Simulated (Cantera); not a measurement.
A Cantera script and what it prints.

```python
import numpy as np
import cantera as ct

gas_names = """
    C CO COS CO2 CS CS2 C2 C2O C3 C3O2 C4 C5 Mg MgO MgS Mg2 O O2 O3 S SO SO2 SO3 S2 S2O S8
""".split()
cond_names = """
    C(gr) Mg(cr) Mg(L) MgCO3(s) MgO(s) MgO(L) MgS(s) MgSO4(s) MgSO4(L) S(cr1) S(cr2) S(L)
""".split()


# ... load() reads the species with a 1 bar reference pressure and builds the phases ...
atoms = {
    'MgCO3': {'Mg': 1, 'C': 1, 'O': 3},
    'SO3': {'S': 1, 'O': 3},
    'CO2': {'C': 1, 'O': 2},
}
top_T = {'C(gr)': 4500, 'MgS(s)': 2250}  # K; cautious upper limits of use, not melting points


# ... equilibrate(T, P, feed) seeds the gas with the atoms and calls Mixture.equilibrate('TP', solver="vcs", rtol=1e-11, max_steps=5000) ...
results = []
T = 1175  # K
P = 101325  # Pa
for m in [0.27, 0.33, 0.39, 0.48, 0.57, 0.69, 0.84, 1, 1.2]:
    feed = {'MgCO3': 1, 'SO3': m, 'CO2': 3.1}  # mol
    mix = equilibrate(T, P, feed)
    results.append((T, P, feed, dict(zip(mix.species_names, mix.species_moles))))

top = {s: max(r[3][s] / sum(r[3][g] for g in gas_names) for r in results) for s in gas_names}
cols = sorted((s for s in top if top[s] > 0.0001), key=lambda s: -top[s])[:6]
seen = [c for c in cond_names if any(r[3].get(c, 0) > 1e-12 for r in results)]
print("log10 of partial pressures in bar; condensed amounts in mol")
print(f"{'n(SO3)':>10s}" + "".join(f"{s[:9]:>10s}" for s in cols + seen))
for T, P, feed, n in results:
    ng = sum(n[g] for g in gas_names)
    print(f"{feed['SO3']:10.4g}" + "".join(f"{np.log10(max(n[s] / ng * P / 1e5, 1e-99)):10.3f}" for s in cols)
          + "".join(f"{n.get(c, 0):10.4g}" for c in seen))
```

Output:

```
log10 of partial pressures in bar; condensed amounts in mol
    n(SO3)       CO2       SO2        O2       SO3    MgO(s)  MgSO4(s)
      0.27    -0.009    -1.667    -1.968    -3.151    0.8231    0.1769
      0.33    -0.009    -1.667    -1.968    -3.151    0.7631    0.2369
      0.39    -0.009    -1.667    -1.968    -3.151    0.7031    0.2969
      0.48    -0.009    -1.667    -1.968    -3.151    0.6131    0.3869
      0.57    -0.009    -1.667    -1.968    -3.151    0.5231    0.4769
      0.69    -0.009    -1.667    -1.968    -3.151    0.4031    0.5969
      0.84    -0.009    -1.667    -1.968    -3.151    0.2531    0.7469
         1    -0.009    -1.667    -1.968    -3.151   0.09307    0.9069
       1.2    -0.025    -1.356    -1.657    -2.685         0         1
```

These are equilibrium values from Cantera (NASA tables, ideal gas, pure condensed phases), not measurements of a reactor. Mutual solubility and eutectic melting of coexisting phases are not modelled.
